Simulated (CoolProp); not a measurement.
A simple Rankine cycle with cis-2-butene: condensing at 311.15 K, boiler at 3.58 MPa, turbine inlet 440.2 K, turbine efficiency 0.7, pump efficiency 0.6, no recuperator. Each further row changes one setting.

Values from CoolProp's reference Helmholtz-energy equation of state, Lemmon 2005. It is a short technical equation, of lower accuracy than the large ones.

```
case                             thermal efficiency (%)  net work (kJ/kg)  heat in (kJ/kg)  turbine exit temperature (K)  volume ratio over the turbine
-------------------------------  ----------------------  ----------------  ---------------  ----------------------------  -----------------------------
as stated                                          13.3               ___              518                         353.2                           13.9
turbine inlet 460.2 K                              13.5              77.9              575                           ___                           12.8
condensing temperature 303.15 K                    14.2              76.3              536                         347.3                           17.6
boiler pressure 2.51 MPa                           12.2              68.3              558                           ___                            ___
turbine efficiency 0.6                             11.1              57.5              518                         359.5                           14.2
```

Question: Fill in the missing entries.

Answer: 
- as stated, net work (kJ/kg): 68.6
- turbine inlet 460.2 K, turbine exit temperature (K): 380.6
- boiler pressure 2.51 MPa, turbine exit temperature (K): 376.1
- boiler pressure 2.51 MPa, volume ratio over the turbine: 8.45
